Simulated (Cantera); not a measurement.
A perfectly stirred reactor is fed with 4.42 % CH4, 20.1 % O2, 75.5 % N2, equivalence ratio 0.44, at 4.60 bar; it is adiabatic with a 800 K inlet, and is followed from long to short residence time, starting on the burning branch (τ in s: 0.13, 0.059, 0.027, 0.012, 0.0057, 0.0026, 0.0012, 0.00054, 0.00025, 0.00011, 5.2e-05, 2.4e-05, 1.1e-05).

Model: GRI-Mech 3.0 (53 species, 325 reactions), integrated in Cantera.

x: mole fraction; the columns are a selection and need not sum to one.

```
τ (s)    T (K)     x CH4   x O2    x CH2    x C2H6    x HCO
-------  -----  --------  -----  -------  --------  -------
0.13      1777   4.41e-6  0.112  4.09e-9  1.45e-10  1.80e-9
0.059     1776   8.19e-6  0.113  8.87e-9  4.56e-10  3.94e-9
0.027     1775   1.45e-5  0.113  1.88e-8         …  8.57e-9
0.012     1772   2.54e-5  0.113  4.02e-8         …  1.93e-8
0.0057    1769   4.21e-5  0.113  7.90e-8         …  4.11e-8
0.0026    1763   7.16e-5  0.113  1.57e-7         …  9.19e-8
0.0012    1753  0.000122  0.113  3.01e-7         …  2.04e-7
0.00054   1735  0.000218  0.114  5.72e-7         …  4.65e-7
0.00025   1705  0.000415  0.116  1.04e-6         …  1.03e-6
0.00011    800    0.0442  0.201   <1e-12    <1e-12   <1e-12
5.2e-5     800    0.0442  0.201   <1e-12    <1e-12   <1e-12
2.4e-5     800    0.0442  0.201   <1e-12    <1e-12   <1e-12
1.1e-5     800    0.0442  0.201   <1e-12    <1e-12   <1e-12
```

Q: Fill in the missing entries.

A: 
- 0.027, x C2H6: 1.23e-9
- 0.012, x C2H6: 3.08e-9
- 0.0057, x C2H6: 6.64e-9
- 0.0026, x C2H6: 1.43e-8
- 0.0012, x C2H6: 3.02e-8
- 0.00054, x C2H6: 6.95e-8
- 0.00025, x C2H6: 1.92e-7
